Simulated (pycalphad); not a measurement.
Computed with pycalphad from the COST 507 light-alloy database (1999), at 1 atm. The database dates from 1999; later assessments differ in places, in temperatures and in the compounds included. Phase fractions are per mole of atoms.

Question: Give the equilibrium state of Si-73.3V (at.%) at 1550 K.

Answer: SIV3, fraction 0.867, with 75.0 V at.%; SI3V5, fraction 0.133, with 62.5 V at.%.

Database names, with the compositions (at.%) that they take in these runs: SIV3: V 75 Si 25; SI3V5: V 62 Si 37.
